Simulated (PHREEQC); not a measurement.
Consider water at 18 °C with 0.0089 mol CdSO4, 5.7e-05 mol NaCl and 7.6e-05 mol H2SO4 per kg of water. Closed to the air; pH follows from the charge balance.

Computed with PHREEQC (ion-association model, wateq4f.dat).

No solid was allowed to form.

Task: Predict the pH, ionic strength.

Result: pH 3.98; ionic strength 0.0236 mol/kgw.

Task: In which forms is S present?

Result: SO4-2 63 %, CdSO4 32 %, Cd(SO4)2-2 4.2 % of the S.

Species that the database lacks are ignored.
